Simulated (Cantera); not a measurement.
A closed system holds: 1 mol Fe, 0.0013 mol H₂S, 67 mol CO, equilibrated at 1330 Pa.

Cantera equilibrium calculation (NASA polynomials, part measured and part estimated; ideal gas, pure solids and liquids). Candidate condensed phases: C, C₆H₆, C₇H₈, C₈H₁₈, Fe, Fe(CO)₅, FeO, Fe(OH)₂, Fe(OH)₃, FeS, FeSO₄, FeS₂, Fe₂O₃, Fe₂(SO₄)₃, Fe₃O₄, H₂O, H₂SO₄, S; 127 gas species. Kinetics and transport are ignored.

Problem. Which condensed phases are stable at each of these points (T (K)): 1498, 1523, 1548, 1573, 1598, 1623, 1648, 1673, 1698, 1723, 1748?

Solution. 
| T (K) | condensed phases | Fe condensed (%) |
|---|---|---|
| 1498 | Fe(γ) | 99.9 |
| 1523 | Fe(γ) | 99.9 |
| 1548 | Fe(γ) | 99.8 |
| 1573 | Fe(γ) | 99.7 |
| 1598 | Fe(γ) | 99.5 |
| 1623 | Fe(γ) | 99.2 |
| 1648 | Fe(γ) | 98.7 |
| 1673 | Fe(δ) | 98.0 |
| 1698 | Fe(δ) | 96.9 |
| 1723 | Fe(δ) | 95.4 |
| 1748 | Fe(δ) | 93.2 |

From 1498 K to 1648 K the condensed part is Fe(γ). From 1673 K to 1748 K the condensed part is Fe(δ).
